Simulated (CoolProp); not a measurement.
R1234yf along the isotherm 410 K: Z from the reference equation and from simpler models built on Tc = 367.8 K, pc = 3.384 MPa, ω = 0.276; each cubic takes its own stable root.

Computed with CoolProp (reference Helmholtz-energy equation of state, Lemmon 2022).

| p (MPa) | phase | reference |
|---|---|---|
| 1.41 | gas | 0.8945 |
| 2.82 | gas | 0.7757 |
| 4.23 | supercritical | 0.6396 |
| 5.64 | supercritical | 0.4946 |
| 7.05 | supercritical | 0.4252 |
| 8.46 | supercritical | 0.4329 |
| 9.87 | supercritical | 0.4629 |
| 11.3 | supercritical | 0.5001 |
| 12.7 | supercritical | 0.5390 |
| 14.1 | supercritical | 0.5790 |
| 15.5 | supercritical | 0.6194 |
| 16.9 | supercritical | 0.6599 |

Problem. How far does each simpler model (van der Waals, Peng-Robinson) lie from the reference over these 12 states: mean and median of the absolute difference, and the worst?

Solution. 
- van der Waals: mean 18.8 %, median 23.7 %, worst +31.4 % at 410 K and 16.9 MPa
- Peng-Robinson: mean 4.3 %, median 3.4 %, worst +10.0 % at 410 K and 7.05 MPa
